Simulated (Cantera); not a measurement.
An adiabatic, constant-pressure homogeneous reactor starts with C₃H₈ : O₂ : N₂ = 1 : 14.3 : 53.7 (molar parts), at 1275 K and 5.00 bar. Integrator tolerance rtol = 1e-08.

Detailed kinetics in Cantera: GRI-Mech 3.0 (53 species, 325 reactions). GRI-Mech 3.0 was tuned for natural gas; its chemistry of propane as a main component is partial and can be far from experiment.

| quantity | before | after |
|---|---|---|
| time of steepest temperature rise | 0.588 ms | 1.33 ms |
| temperature at 2.00 s | 2040 K | 2141 K |
| equilibrium temperature | 2040 K | 2141 K |
| x(C₃H₈) at 2.00 s | <1e-12 (gas-phase equilibrium <1e-12) | <1e-12 (gas-phase equilibrium <1e-12) |
| x(O₂) at 2.00 s | 0.129 (gas-phase equilibrium 0.129) | 0.000443 (gas-phase equilibrium 0.000443) |
| x(CH₂) at 2.00 s | <1e-12 (gas-phase equilibrium <1e-12) | <1e-12 (gas-phase equilibrium <1e-12) |
| x(CO₂) at 2.00 s | 0.0427 (gas-phase equilibrium 0.0427) | 0.0455 (gas-phase equilibrium 0.0455) |
| x(N₂O) at 2.00 s | 8.15e-7 (gas-phase equilibrium 8.15e-7) | 7.09e-8 (gas-phase equilibrium 7.09e-8) |
| x(CH₂O) at 2.00 s | <1e-12 (gas-phase equilibrium <1e-12) | 8.35e-12 (gas-phase equilibrium 8.35e-12) |

**Question.** Name the change that produced these shifts.
A. N2 53.7 to 120 parts
B. O2 14.3 to 4.9 parts
C. N2 53.7 to 40 parts
D. constant volume in place of constant pressure

**Answer.** B, O2 14.3 to 4.9 parts
